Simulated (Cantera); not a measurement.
# Low-pressure radical oxidation in H2/O2

An isothermal, constant-pressure homogeneous reactor starts with 2.34 % H2, 97.7 % O2, equivalence ratio 0.012, at 1250 K and 12.0 Torr.

Cantera simulation using GRI-Mech 3.0 (53 species, 325 reactions); the numbers are that mechanism's predictions, not measurements. Radical loss at walls, strong at low pressure, is not modelled.

```tsv
t (s)	x H2	x O2	x HO2	x H	x O	x H2O
9.00e-5	0.0234	0.977	5.64e-9	2.53e-9	4.35e-9	1.27e-9
0.000274	0.0234	0.977	1.72e-8	8.72e-9	3.03e-8	2.19e-8
0.000832	0.0234	0.977	5.44e-8	1.99e-7	8.62e-7	1.01e-6
0.00253	0.0154	0.970	2.23e-6	0.00124	0.00481	0.00609
0.00769	0.000203	0.957	1.87e-6	0.00176	0.0176	0.0214
0.0234	0.000165	0.961	1.72e-6	0.00126	0.0141	0.0218
0.0711	9.48e-5	0.968	1.37e-6	0.000538	0.00792	0.0226
0.216	2.98e-5	0.973	7.69e-7	9.30e-5	0.00245	0.0232
0.658	5.39e-6	0.976	2.67e-7	7.12e-6	0.000440	0.0235
2.00	8.19e-7	0.976	6.50e-8	4.24e-7	6.69e-5	0.0236
```
x: mole fraction; the columns are a selection and need not sum to one.

Equilibrium at this temperature and pressure: H2 6.59e-9, O2 0.976, HO2 1.25e-8, H 3.12e-10, O 5.44e-7, H2O 0.0237 (gas phase only).
